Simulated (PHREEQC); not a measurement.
Solution (72 °C): 0.0069 mol/kgw KOH and 0.00054 mol/kgw K3PO4. Closed to the air; pH follows from the charge balance.

Computed with PHREEQC (ion-association model, wateq4f.dat).

| quantity | before | after |
|---|---|---|
| pH | 10.59 | 10.57 |
| ionic strength (mol/kgw) | 0.00912 | 0.00690 |

Name the change that produced these shifts.
(A) diluted 10-fold with water
(B) K3PO4 left out
(C) temperature from 72 to 10 °C
(D) KOH replaced by KNO3 at the same molality
(E) diluted 100-fold with water

B, K3PO4 left out

Precipitation was switched off in this run. H3PO4, which wateq4f.dat lacks, is added to it with the constant of phreeqc.dat. Constants without temperature data keep their 25 °C values here.
